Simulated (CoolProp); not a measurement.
Vapour-liquid equilibrium of R152A (1) + R113 (2) at 0.176 MPa; x and y are mole fractions of (1).

Model: multi-fluid Helmholtz-energy mixture model, Outcalt 1996 and Marx 1992; pair parameters Bell 2016, in CoolProp.

Give the bubble temperature and the first vapour's composition at x = 0.25, 0.55, 0.85. Is there an azeotrope?

x = 0.25: 9.8 °C, y = 0.885; x = 0.55: -2.6 °C, y = 0.949; x = 0.85: -7.8 °C, y = 0.977. No azeotrope shows between x = 0.05 and 0.95.

The pair parameters rest on a limited set of measurements; away from them the model extrapolates. With so large a gap from Raoult's law the liquid may split in two, which this calculation doesn't test in full.
